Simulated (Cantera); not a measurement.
Charge: 1 mol FeS₂, a varied amount of H₂, held at 1275 K and 0.150 bar.

These are equilibrium values from Cantera (NASA tables, ideal gas, pure condensed phases), not measurements of a reactor. Candidate condensed phases: Fe, FeS, FeS₂, S; 8 gas species. Metal and sulfide melt together well below either melting point, which pure phases cannot show. Mutual solubility and eutectic melting of coexisting phases are not modelled. FeS: taken at fixed stoichiometry. The numbers say what is thermodynamically allowed, not how fast it happens.

log p: log10 of the partial pressure in bar; n: condensed amount in mol.

| n(H₂) (mol) | log p H₂ | log p H₂S | log p S₂ | log p SH | log p H | log p S | n FeS(s) | n Fe(γ) |
|---|---|---|---|---|---|---|---|---|
| 35 | -0.84 | -2.37 | -5.30 | -5.32 | -6.55 | -8.37 | 1.00 | 0 |
| 50 | -0.83 | [?] | [?] | [?] | -6.55 | [?] | 1.00 | 0 |
| 72 | -0.83 | -2.68 | -5.94 | -5.63 | -6.55 | -8.69 | 1.00 | 0 |
| 100 | -0.83 | -2.82 | -6.23 | -5.77 | -6.55 | -8.84 | 1.00 | 0 |
| 150 | -0.83 | -3.00 | -6.58 | -5.95 | -6.55 | -9.01 | 1.00 | 0 |
| 210 | -0.83 | -3.03 | -6.64 | -5.98 | -6.55 | -9.04 | 0.685 | 0.315 |
| 300 | -0.83 | -3.03 | -6.64 | -5.98 | -6.55 | -9.04 | [?] | [?] |
| 430 | -0.83 | -3.16 | -6.90 | -6.11 | -6.55 | -9.17 | 0 | 1.000 |
| 610 | -0.83 | -3.31 | -7.20 | -6.26 | -6.55 | -9.32 | 0 | 1.000 |
| 870 | -0.82 | -3.46 | -7.51 | -6.41 | -6.54 | -9.48 | 0 | 1.000 |
| 1200 | -0.82 | -3.60 | -7.79 | -6.55 | -6.54 | -9.62 | 0 | 1.000 |

Fill in the missing entries.


- 50, log p H₂S: -2.52
- 50, log p S₂: -5.62
- 50, log p SH: -5.47
- 50, log p S: -8.53
- 300, n FeS(s): 0.121
- 300, n Fe(γ): 0.879
